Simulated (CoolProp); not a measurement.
Vapour pressure (bar) of propane: the reference equation beside estimates from Tc = 369.9 K, pc = 42.51 bar, ω = 0.152.

Computed with CoolProp (reference Helmholtz-energy equation of state, Lemmon 2009).

| T (K) | reference | Soave-Redlich-Kwong | Peng-Robinson |
|---|---|---|---|
| 256.2 | 2.725 | ___ | 2.720 |
| 267.7 | 4.003 | 4.013 | 3.993 |
| 279.2 | 5.683 | 5.717 | 5.671 |
| 290.7 | 7.837 | 7.908 | ___ |
| 302.2 | 10.54 | 10.66 | 10.54 |
| 313.7 | ___ | 14.05 | 13.89 |
| 325.2 | 17.91 | 18.16 | 17.97 |
| 336.7 | ___ | 23.08 | 22.87 |
| 348.2 | 28.52 | ___ | 28.68 |
| 359.7 | 35.35 | 35.64 | 35.52 |

Complete the blanks.


- 256.2, Soave-Redlich-Kwong: 2.722
- 290.7, Peng-Robinson: 7.828
- 313.7, reference: 13.87
- 336.7, reference: 22.76
- 348.2, Soave-Redlich-Kwong: 28.88

Absolute difference from the reference over all 10 rows, mean and median: Soave-Redlich-Kwong 0.9 and 1.0 %, Peng-Robinson 0.3 and 0.2 %.
